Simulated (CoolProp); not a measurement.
Vapour-liquid equilibrium of cyclopropane (1) + R134a (2) at 8.13 bar; x and y are mole fractions of (1).

Model: multi-fluid Helmholtz-energy mixture model, Polt 1992 and Tillner-Roth 1994; pair parameters Bell 2016, in CoolProp. This equation is an older, rougher fit; its heat capacities, sound speeds and derivatives of the liquid may be far off and weren't checked against measurements.

| x | bubble temperature (K) | y at the bubble point | dew temperature at overall composition x (K) | liquid density (mol/L) |
|---|---|---|---|---|
| 0.05 | 302.1 | 0.110 | 303.7 | 11.72 |
| 0.125 | 298.8 | 0.237 | 301.8 | 11.93 |
| 0.2 | 296.4 | 0.330 | 299.8 | 12.12 |
| 0.275 | 294.8 | 0.399 | 297.8 | 12.30 |
| 0.35 | 293.8 | 0.452 | 296.0 | 12.48 |
| 0.425 | 293.2 | 0.495 | 294.3 | 12.67 |
| 0.5 | 292.8 | 0.532 | 293.1 | 12.87 |
| 0.575 | 292.8 | 0.567 | 292.8 | 13.09 |
| 0.65 | 292.9 | 0.603 | 293.5 | 13.34 |
| 0.725 | 293.4 | 0.645 | 295.0 | 13.60 |
| 0.8 | 294.4 | 0.698 | 296.9 | 13.87 |
| 0.875 | 296.1 | 0.772 | 298.9 | 14.15 |
| 0.95 | 299.2 | 0.886 | 301.0 | 14.41 |

y crosses x between x = 0.5 and 0.575: the model has an azeotrope there.

The pair parameters rest on a limited set of measurements; away from them the model extrapolates.
